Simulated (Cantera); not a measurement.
CO + CO2 + O2 (carbon deposition, reforming and gasification)

Input: 1 mol CO, 1.4 mol CO2, 0.32 mol O2, held at 39.0 Pa.

These are equilibrium values from Cantera (NASA tables, ideal gas, pure condensed phases), not measurements of a reactor. Candidate condensed phases: C; 23 gas species. Ions and electrons are included (thermal ionisation). Kinetics and transport are ignored.

From 3000 K to 5000 K nothing is condensed. The main C-bearing gas is CO throughout.

| T (K) | x CO | x O | x C | x O2 | x CO2 | x e- | x C+ | x O+ |
|---|---|---|---|---|---|---|---|---|
| 3000 | 0.543 | 0.449 | 7.01e-9 | 0.00612 | 0.00253 | 5.50e-9 | <1e-12 | 4.19e-10 |
| 3500 | 0.541 | 0.459 | 3.67e-6 | 0.000338 | 0.000125 | 1.29e-7 | 1.41e-9 | 4.94e-8 |
| 4000 | 0.540 | 0.460 | 0.000412 | 3.72e-5 | 1.30e-5 | 3.09e-6 | 9.78e-7 | 8.13e-7 |
| 4500 | 0.517 | 0.468 | 0.0155 | 6.90e-6 | 2.20e-6 | 8.02e-5 | 7.10e-5 | 3.43e-6 |
| 5000 | 0.305 | 0.541 | 0.152 | 2.33e-6 | 3.72e-7 | 0.00116 | 0.00114 | 1.20e-5 |
x: gas mole fraction; nothing condenses.
